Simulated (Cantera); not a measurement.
A freely propagating, adiabatic, planar premixed flame of 5.52 % CH₄, 16.0 % O₂, 78.5 % N₂, equivalence ratio 0.69, unburnt at 348 K and 18000 Pa; mixture-averaged transport, grid criteria slope 0.08 and curve 0.16, no radiation.

Model: GRI-Mech 3.0 (53 species, 325 reactions), integrated in Cantera. Burning velocities carry a grid error of a few per cent, more on coarse grids.

x: mole fraction of selected species; z is measured from the peak of heat release.

```tsv
z (mm)	T (K)	u (m/s)	x CH₄	x O₂	x CH₂	x NO	x N₂O	x H₂O
-10.5	348	0.243	0.0552	0.160	<1e-8	<1e-8	<1e-8	2.74e-5
-6.99	350	0.244	0.0551	0.160	<1e-8	<1e-8	<1e-8	0.000304
-5.25	358	0.250	0.0546	0.159	<1e-8	<1e-8	<1e-8	0.00132
-3.50	418	0.293	0.0514	0.155	<1e-8	1.20e-8	<1e-8	0.00817
-1.75	…	0.516	…	…	…	…	<1e-8	…
-0.874	1028	0.728	0.0196	0.105	8.84e-7	3.79e-7	1.03e-8	0.0659
0	1307	0.926	0.00456	0.0756	5.40e-6	6.88e-7	2.12e-8	0.0913
0.874	1414	1.000	0.000299	0.0605	7.37e-7	1.05e-6	3.56e-8	0.101
1.75	1452	1.02	…	0.0558	…	…	…	0.103
3.50	1497	1.05	2.16e-8	0.0528	<1e-8	1.76e-6	5.35e-8	0.104
6.99	1547	1.08	<1e-8	0.0511	<1e-8	2.21e-6	6.38e-8	0.106
14.0	1588	1.11	<1e-8	0.0502	<1e-8	2.56e-6	8.37e-8	0.108
28.0	1613	1.13	<1e-8	0.0498	<1e-8	2.78e-6	1.12e-7	0.109
```

Problem. What belongs in the gaps?

Solution. 
- -1.75, T (K): 733
- -1.75, x CH₄: 0.0355
- -1.75, x O₂: 0.132
- -1.75, x CH₂: 2.95e-8
- -1.75, x NO: 1.78e-7
- -1.75, x H₂O: 0.0390
- 1.75, x CH₄: 1.17e-5
- 1.75, x CH₂: 3.51e-8
- 1.75, x NO: 1.34e-6
- 1.75, x N₂O: 4.54e-8
